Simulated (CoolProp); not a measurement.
Vapour-liquid equilibrium of R125 (1) + n-butane (2) at 6.37 bar; x and y are mole fractions of (1).

Computed with CoolProp (multi-fluid Helmholtz-energy mixture model, Lemmon 2005 and Bücker 2006; pair parameters Bell 2016).

```csv
x,bubble temperature (K),y at the bubble point,dew temperature at overall composition x (K),liquid density (mol/L)
0.05,314.9,0.368,330.8,9.486
0.15,293.8,0.672,326.2,9.919
0.25,284.5,0.769,321.2,10.12
0.35,280.2,0.811,315.9,10.22
0.45,277.9,0.833,310.0,10.29
0.55,276.4,0.848,303.3,10.36
0.65,275.2,0.864,295.6,10.44
0.75,274.1,0.884,286.5,10.56
0.85,272.9,0.913,276.3,10.72
0.95,271.9,0.963,272.1,10.93
```

No azeotrope shows between x = 0.05 and 0.95.

The pair parameters rest on a limited set of measurements; away from them the model extrapolates. With so large a gap from Raoult's law the liquid may split in two, which this calculation doesn't test in full.
